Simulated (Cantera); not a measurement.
Premixed flame

A freely propagating, adiabatic, planar premixed flame of 19.5 % H2, 18.7 % O2, 61.8 % N2, unburnt at 650 K and 2.66 atm; mixture-averaged transport, grid criteria slope 0.08 and curve 0.16, no radiation.

Cantera simulation using the H2/O2 subset of GRI-Mech 3.0, which has no nitrogen chemistry; the numbers are that mechanism's predictions, not measurements. The hydrogen kinetics of GRI-Mech 3.0 are dated; newer H2 mechanisms differ, most at raised pressure. Burning velocities carry a grid error of a few per cent, more on coarse grids. Lean hydrogen flames are cellular in practice and burn faster than this planar one.

| z (mm) | T (K) | u (m/s) | x H2 | x O2 | x O | x H2O | x H2O2 | x OH |
|---|---|---|---|---|---|---|---|---|
| -0.361 | 650 | 4.07 | 0.195 | 0.187 | <1e-8 | 2.26e-8 | <1e-8 | <1e-8 |
| -0.240 | 650 | 4.07 | 0.194 | 0.188 | <1e-8 | 9.39e-7 | <1e-8 | <1e-8 |
| -0.180 | 650 | 4.07 | 0.193 | 0.188 | <1e-8 | 6.25e-6 | 2.04e-8 | <1e-8 |
| -0.120 | 652 | 4.06 | 0.189 | 0.189 | 1.16e-7 | 0.000101 | 4.78e-7 | 1.12e-8 |
| -0.0601 | 728 | 4.41 | 0.161 | 0.191 | 2.92e-5 | 0.00700 | 3.15e-5 | 0.000109 |
| -0.0301 | 977 | 5.76 | 0.119 | 0.182 | 0.000592 | 0.0396 | 4.94e-5 | 0.000924 |
| 0 | 1319 | 7.65 | 0.0643 | 0.152 | 0.00386 | 0.103 | 1.82e-5 | 0.00357 |
| 0.0301 | 1570 | 9.05 | 0.0270 | 0.120 | 0.00801 | 0.156 | 5.64e-6 | 0.00794 |
| 0.0601 | 1714 | 9.85 | 0.0131 | 0.106 | 0.00911 | 0.179 | 3.14e-6 | 0.0105 |
| 0.120 | 1855 | 10.6 | 0.00670 | 0.100 | 0.00706 | 0.193 | 1.70e-6 | 0.0114 |
| 0.240 | 1960 | 11.1 | 0.00350 | 0.0994 | 0.00377 | 0.201 | 9.67e-7 | 0.00962 |
| 0.481 | 2020 | 11.4 | 0.00147 | 0.0999 | 0.00156 | 0.207 | 5.62e-7 | 0.00673 |
| 0.962 | 2048 | 11.6 | 0.000533 | 0.101 | 0.000575 | 0.210 | 3.41e-7 | 0.00424 |
x: mole fraction of selected species; z is measured from the peak of heat release.

| Quantity | Value |
|---|---|
| laminar burning velocity | 407 cm/s |
| thermal thickness | 0.120 mm |
| peak x(O) | 0.00913 |
| peak x(H2O2) | 5.11e-5 |
| peak x(OH) | 0.0115 |
| grid points | 108 |
